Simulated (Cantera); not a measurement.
Equilibrium for thermal oxidation and active oxidation of silicon: Si + N₂O + N₂

Input: 1 mol Si, 0.041 mol N₂O, a varied amount of N₂, held at 0.000180 bar.

Equilibrium computed with Cantera from the NASA thermochemical tables; the gas is ideal and each condensed phase is pure. Candidate condensed phases: Si, SiO₂, Si₂N₂O, Si₃N₄; 16 gas species. Mutual solubility and eutectic melting of coexisting phases are not modelled. Kinetics and transport are ignored.

Q: Map the stable condensed phases over T = 1375, 1450, 1525, 1600, 1675, 1750, 1825, 1900, 1975, 2050, 2125 K and n(N₂) in mol = 12, 19, 30, 47, 74, 120, 180, 280, 440, 690.

A: 
```
T in K \ n(N₂) in mol
          12  19  30  47  74 120 180 280 440 690
   2125    A   A   A   A   A   A   A   A   A   A
   2050    A   A   A   A   A   A   A   A   A   A
   1975    A   A   A   A   A   A   A   A   A   A
   1900    B   A   A   A   A   A   A   A   A   A
   1825    B   B   B   A   A   A   A   A   A   A
   1750    B   B   B   B   B   A   A   A   A   A
   1675    B   B   B   B   B   B   B   B   A   A
   1600    B   B   B   B   B   B   B   B   B   B
   1525    C   C   C   C   C   C   C   C   C   C
   1450    D   D   D   D   C   C   C   C   C   C
   1375    D   D   D   D   D   D   D   D   D   D
```
A: gas only; B: Si; C: Si₃N₄; D: Si₂N₂O + Si₃N₄.
